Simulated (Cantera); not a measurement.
An isothermal, constant-pressure homogeneous reactor starts with C₂H₆ : N₂ = 1 : 190 (molar parts), at 1950 K and 1.43 Torr. Integrator tolerance rtol = 1e-08.

Computed with Cantera and GRI-Mech 3.0 (53 species, 325 reactions). GRI-Mech 3.0 stops at C3 and has no aromatics, soot or wall deposition, so with more carbon than oxygen in the feed, carbon stays in small species such as C2H2 where larger ones or solid carbon would form. Radical loss at walls, strong at low pressure, is not modelled.

Q: What does this change do: 18 parts H2O added?

A: 
| quantity | before | after |
|---|---|---|
| x(C₂H₆) at 4.00 s | <1e-12 (gas-phase equilibrium <1e-12) | 7.49e-11 (gas-phase equilibrium <1e-12) |
| x(CH₃) at 4.00 s | 3.62e-7 (gas-phase equilibrium 2.80e-9) | 2.81e-5 (gas-phase equilibrium <1e-12) |
| x(C₂H₄) at 4.00 s | 1.41e-9 (gas-phase equilibrium 3.42e-11) | 1.81e-7 (gas-phase equilibrium <1e-12) |
| x(CH₂) at 4.00 s | 2.10e-8 (gas-phase equilibrium 9.75e-10) | 4.39e-7 (gas-phase equilibrium <1e-12) |
| x(HCN) at 4.00 s | 0.000265 (gas-phase equilibrium 0.00986) | 5.12e-5 (gas-phase equilibrium 1.39e-12) |

Q: What does this change do: temperature 1950 to 1225 K?

A: 
| quantity | before | after |
|---|---|---|
| x(C₂H₆) at 4.00 s | <1e-12 (gas-phase equilibrium <1e-12) | 5.42e-5 (gas-phase equilibrium <1e-12) |
| x(CH₃) at 4.00 s | 3.62e-7 (gas-phase equilibrium 2.80e-9) | 4.21e-5 (gas-phase equilibrium 2.19e-9) |
| x(C₂H₄) at 4.00 s | 1.41e-9 (gas-phase equilibrium 3.42e-11) | 0.00271 (gas-phase equilibrium 1.01e-7) |
| x(CH₂) at 4.00 s | 2.10e-8 (gas-phase equilibrium 9.75e-10) | 3.41e-8 (gas-phase equilibrium <1e-12) |
| x(HCN) at 4.00 s | 0.000265 (gas-phase equilibrium 0.00986) | 1.40e-7 (gas-phase equilibrium 0.00911) |

Q: What does this change do: C2H6 1 to 9.5 parts?

A: 
```
quantity                                             before                                    after
-----------------  ----------------------------------------  ---------------------------------------
x(C₂H₆) at 4.00 s     <1e-12 (gas-phase equilibrium <1e-12)  4.65e-11 (gas-phase equilibrium <1e-12)
x(CH₃) at 4.00 s    3.62e-7 (gas-phase equilibrium 2.80e-9)  1.91e-5 (gas-phase equilibrium 1.80e-7)
x(C₂H₄) at 4.00 s  1.41e-9 (gas-phase equilibrium 3.42e-11)  1.67e-7 (gas-phase equilibrium 1.56e-8)
x(CH₂) at 4.00 s   2.10e-8 (gas-phase equilibrium 9.75e-10)  5.72e-7 (gas-phase equilibrium 2.08e-8)
x(HCN) at 4.00 s   0.000265 (gas-phase equilibrium 0.00986)  0.000218 (gas-phase equilibrium 0.0643)
```
